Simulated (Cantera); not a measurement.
Charge: 1 mol CH₂F₂, 0.072 mol HCl, 13 mol H₂, held at 1825 °C and 19.0 mbar.

Equilibrium computed with Cantera from the NASA thermochemical tables; the gas is ideal and each condensed phase is pure. Candidate condensed phases: C, C₆H₆, C₇H₈, C₈H₁₈; 118 gas species. Equilibrium is a limit: real reactors are often held back by kinetics, nucleation or transport.

Base state: H₂ 0.842, HF 0.131, H 0.0205, HCl 0.00464, C₂H₂ (acetylene) 0.00120, Cl 8.32e-5 (mole fractions); condensed: C(graphite).

Problem. What changes in the equilibrium state with this change: pressure from 19.0 mbar to 5.10 mbar?

Solution. 
```tsv
species	before	after
H₂	0.842	0.825
HF	0.131	0.130
H	0.0205	0.0392
Cl	8.32e-5	0.000158
HCl	0.00464	0.00452
C(graphite), mol	0.963	0.964
```
